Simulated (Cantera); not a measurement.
A closed system holds: 1 mol AlCl3, 100 mol NH3, 46 mol N2, at 18.0 mbar.

Equilibrium computed with Cantera from the NASA thermochemical tables; the gas is ideal and each condensed phase is pure. Candidate condensed phases: Al, AlCl3, AlN, NH4Cl; 20 gas species. The tables' values for AlCl2 are old estimates; treat these amounts as uncertain. Equilibrium is a limit: real reactors are often held back by kinetics, nucleation or transport.

**Question.** At 1202 °C, list the 6 most abundant gas species with their mole fractions, and the condensed phases.

**Answer.** H2 0.601, N2 0.387, HCl 0.0112, AlCl 0.000536, AlCl3 8.77e-5, H 7.50e-5. Condensed: AlN(s).
